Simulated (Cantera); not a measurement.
Source: NASA polynomial tables (part measured, part estimated), evaluated in Cantera. Values are per mole of reaction as written; species without (g) are pure solids or liquids, kept so even where they would boil at 1 bar.

**Question.** Between 850 and 1100 K, where is each reaction favourable under standard conditions?
- 2 NaCl(g) + H₂(g) → 2 HCl(g) + 2 Na
- H(g) + NaCl(g) → HCl(g) + Na(g)

**Answer.** 
- 2 NaCl(g) + H₂(g) → 2 HCl(g) + 2 Na: ΔG° is 263 kJ at 850 K and 283 kJ at 1100 K; it stays positive (K < 1). ΔH° is 196 kJ and ΔS° -79 J/K at 1100 K.
- H(g) + NaCl(g) → HCl(g) + Na(g): ΔG° is -16 kJ at 850 K and -13 kJ at 1100 K; it stays negative (K > 1). ΔH° is -27 kJ and ΔS° -13 J/K at 1100 K.
